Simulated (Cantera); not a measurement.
Input: 1 mol SiHCl3, 0.68 mol NH3, 3.7 mol N2, equilibrated at 13.3 mbar.

Method: chemical equilibrium by Gibbs-energy minimisation in Cantera with the NASA 1993 tables (ideal gas, pure condensed phases). Candidate condensed phases: NH4Cl, Si, Si3N4; 28 gas species. Kinetics and transport are ignored.

**Question.** Which condensed phases are stable at each of these points (T (K)): 748, 848, 948, 1048, 1148, 1248, 1348, 1448, 1548, 1648, 1748, 1848?

**Answer.** 
```
T (K)  condensed phases  Si condensed (%)
-----  ----------------  ----------------
748            Si3N4(s)              60.2
848            Si3N4(s)              63.8
948            Si3N4(s)              66.6
1048           Si3N4(s)              68.7
1148           Si3N4(s)              70.2
1248           Si3N4(s)              70.5
1348           Si3N4(s)              67.2
1448           Si3N4(s)              54.1
1548           Si3N4(s)              30.8
1648           Si3N4(s)               7.8
1748           gas only               0.0
1848           gas only               0.0
```

From 748 K to 1648 K the condensed part is Si3N4(s). From 1748 K to 1848 K nothing is condensed.
